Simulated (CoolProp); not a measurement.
Vapour-liquid equilibrium of ethylbenzene (1) + o-xylene (2) at 13.5 bar; x and y are mole fractions of (1).

Values from CoolProp's multi-fluid Helmholtz-energy mixture model, Zhou 2012 and Zhou 2012; pair parameters Bell 2016.

| x | bubble temperature (°C) | y at the bubble point | dew temperature at overall composition x (°C) | liquid density (mol/L) |
|---|---|---|---|---|
| 0.05 | 277.6 | 0.055 | 277.6 | 5.724 |
| 0.125 | 276.8 | 0.136 | 276.9 | 5.716 |
| 0.2 | 276.1 | 0.216 | 276.2 | 5.708 |
| 0.275 | 275.3 | 0.295 | 275.5 | 5.701 |
| 0.35 | 274.5 | 0.373 | 274.7 | 5.695 |
| 0.425 | 273.7 | 0.450 | 273.9 | 5.688 |
| 0.5 | 272.9 | 0.525 | 273.2 | 5.682 |
| 0.575 | 272.2 | 0.599 | 272.4 | 5.676 |
| 0.65 | 271.4 | 0.672 | 271.6 | 5.671 |
| 0.725 | 270.7 | 0.743 | 270.9 | 5.666 |
| 0.8 | 270.1 | 0.814 | 270.2 | 5.662 |
| 0.875 | 269.4 | 0.884 | 269.5 | 5.658 |
| 0.95 | 268.8 | 0.954 | 268.9 | 5.654 |

No azeotrope shows between x = 0.05 and 0.95.

The pair parameters rest on a limited set of measurements; away from them the model extrapolates.
